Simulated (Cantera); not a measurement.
What does this Cantera script print?

```python
import numpy as np
import cantera as ct

gas_names = [...]  # 109 gases of nasa_gas.yaml made of C, Cl, H, Si
cond_names = """
    C(gr) C6H6(L) C7H8(L) C8H18(L),n-octa Si(cr) Si(L) SiC(b)
""".split()


# ... load() reads the species with a 1 bar reference pressure and builds the phases ...
atoms = {
    'SiCl4': {'Si': 1, 'CL': 4},
    'C2H4': {'C': 2, 'H': 4},
    'H2': {'H': 2},
    'C2H2': {'C': 2, 'H': 2},
}
top_T = {'C(gr)': 4500, 'SiC(b)': 3050}  # K; cautious upper limits of use, not melting points


# ... equilibrate(T, P, feed) seeds the gas with the atoms and calls Mixture.equilibrate('TP', solver="vcs", rtol=1e-11, max_steps=5000) ...
results = []
T = 1248.15  # K
P = 1400  # Pa
for m in [0.048, 0.1, 0.16, 0.22, 0.27, 0.33, 0.39, 0.44, 0.5, 0.56]:
    feed = {'SiCl4': 1, 'C2H4': m, 'H2': 4.3, 'C2H2': 0.19}  # mol
    mix = equilibrate(T, P, feed)
    results.append((T, P, feed, dict(zip(mix.species_names, mix.species_moles))))

top = {s: max(r[3][s] / sum(r[3][g] for g in gas_names) for r in results) for s in gas_names}
cols = sorted((s for s in top if top[s] > 0.0001), key=lambda s: -top[s])[:9]
seen = [c for c in cond_names if any(r[3].get(c, 0) > 1e-12 for r in results)]
print("log10 of partial pressures in bar; condensed amounts in mol")
print(f"{'n(C2H4)':>10s}" + "".join(f"{s[:9]:>10s}" for s in cols + seen))
for T, P, feed, n in results:
    ng = sum(n[g] for g in gas_names)
    print(f"{feed['C2H4']:10.4g}" + "".join(f"{np.log10(max(n[s] / ng * P / 1e5, 1e-99)):10.3f}" for s in cols)
          + "".join(f"{n.get(c, 0):10.4g}" for c in seen))
```

Result:

```
log10 of partial pressures in bar; condensed amounts in mol
   n(C2H4)        H2       HCL     SiCL4     SiCL2     SiCL3    SiHCL3     C(gr)    SiC(b)
     0.048    -2.096    -2.320    -3.057    -3.868    -3.892    -4.286         0     0.476
       0.1    -2.117    -2.266    -3.143    -4.083    -4.042    -4.446         0    0.5799
      0.16    -2.143    -2.211    -3.283    -4.360    -4.250    -4.668         0    0.6998
      0.22    -2.150    -2.194    -3.371    -4.489    -4.359    -4.780    0.0682    0.7515
      0.27    -2.146    -2.197    -3.391    -4.499    -4.374    -4.793    0.1613    0.7584
      0.33    -2.141    -2.201    -3.416    -4.511    -4.392    -4.809    0.2732    0.7665
      0.39    -2.136    -2.204    -3.440    -4.523    -4.410    -4.825    0.3855    0.7742
      0.44    -2.133    -2.207    -3.460    -4.533    -4.425    -4.838    0.4792    0.7805
       0.5    -2.128    -2.211    -3.484    -4.545    -4.443    -4.854    0.5919    0.7878
      0.56    -2.124    -2.215    -3.508    -4.557    -4.461    -4.869    0.7048    0.7948
```

Equilibrium computed with Cantera from the NASA thermochemical tables; the gas is ideal and each condensed phase is pure. The tables' values for SiCl3 are old estimates; treat these amounts as uncertain.
